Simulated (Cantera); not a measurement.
Charge: 1 mol Pb, 0.011 mol O₂, 60 mol N₂, at 100 Torr.

These are equilibrium values from Cantera (NASA tables, ideal gas, pure condensed phases), not measurements of a reactor. Candidate condensed phases: Pb, PbO, PbO₂, Pb₃O₄; 12 gas species. Each liquid is taken as pure. Mutual solubility and eutectic melting of coexisting phases are not modelled. Kinetics and transport are ignored.

### Question
Which condensed phases are stable at each of these points (T (K)): 1023, 1073, 1123, 1173, 1223, 1273, 1323, 1373, 1423, 1473, 1523?

### Answer
```
T (K)     condensed phases  Pb condensed (%)
-----  -------------------  ----------------
1023   Pb(l) + PbO(yellow)              98.8
1073   Pb(l) + PbO(yellow)              96.6
1123   Pb(l) + PbO(yellow)              91.2
1173        Pb(l) + PbO(l)              79.2
1223                 Pb(l)              56.7
1273                 Pb(l)              14.0
1323              gas only               0.0
1373              gas only               0.0
1423              gas only               0.0
1473              gas only               0.0
1523              gas only               0.0
```

From 1023 K to 1123 K the condensed part is Pb(l) + PbO(yellow). At 1173 K the condensed part is Pb(l) + PbO(l). From 1223 K to 1273 K the condensed part is Pb(l). From 1323 K to 1523 K nothing is condensed.
